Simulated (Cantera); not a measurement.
Charge: 1 mol SiCl4, 0.99 mol C2H4, 180 mol H2, held at 0.260 bar.

These are equilibrium values from Cantera (NASA tables, ideal gas, pure condensed phases), not measurements of a reactor. Candidate condensed phases: C, C6H6, C7H8, C8H18, Si, SiC; 109 gas species. Equilibrium is a limit: real reactors are often held back by kinetics, nucleation or transport. All values below are at 1823 K.

Base state: H2 0.977, HCl 0.0216, H 0.000840, C2H2 (acetylene) 0.000207, CH4 0.000177, SiCl2 3.84e-5, Cl 1.42e-5 (mole fractions); condensed: C(graphite) + SiC(s).

Task: What changes in the equilibrium state with this change: C2H4 from 0.99 to 0.14 mol?

Result: 
| species | before | after |
|---|---|---|
| H2 | 0.977 | 0.978 |
| HCl | 0.0216 | 0.0195 |
| SiCl2 | 3.84e-5 | 0.00117 |
| C2H2 (acetylene) | 0.000207 | 1.48e-7 |
| SiH2 | 9.17e-7 | 3.44e-5 |
| Si | 4.54e-7 | 1.70e-5 |
| C(graphite), mol | 0.878 | 0 |
| SiC(s), mol | 0.993 | 0.279 |
| Si(l), mol | 0 | 0.493 |
Mutual solubility and eutectic melting of coexisting phases are not modelled. The tables' values for SiCl are old estimates; treat these amounts as uncertain. Gases not in the tables: Si2H6 and higher silanes.
